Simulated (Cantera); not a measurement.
Charge: 1 mol B₂O₃, 0.21 mol O₂, 1 mol H₂, equilibrated at 1800 Pa.

Method: chemical equilibrium by Gibbs-energy minimisation in Cantera with the NASA 1993 tables (ideal gas, pure condensed phases). Candidate condensed phases: B, B₂O₃, B₃O₃H₃, H₂O; 23 gas species. Gases not in the tables: H₃BO₃. Equilibrium is a limit: real reactors are often held back by kinetics, nucleation or transport. All values below are at 1525 K.

Base state: H₂ 0.541, H₂O 0.328, HBO₂ 0.129, B₂O₃ 0.00199, HBO 0.000135, H 0.000130, (HBO₂)₃ 0.000109 (mole fractions); condensed: B₂O₃(l).

What changes in the equilibrium state with this change: pressure from 1800 Pa to 51000 Pa?


```csv
species,before,after
H₂,0.541,0.572
H₂O,0.328,0.400
HBO₂,0.129,0.0267
B₂O₃,0.00199,7.03e-5
(HBO₂)₃,0.000109,0.000786
HBO,0.000135,2.43e-5
"B₂O₃(l), mol",0.929,0.985
```

What changes in the equilibrium state with this change: 0.062 mol Cl₂ added?


```tsv
species	before	after
H₂	0.541	0.456
H₂O	0.328	0.308
HBO₂	0.129	0.125
HCl	0	0.109
BOCl	0	3.67e-5
Cl	0	2.29e-5
B₂O₃(l), mol	0.929	0.927
```
The tables' values for BOCl are old estimates; treat these amounts as uncertain.
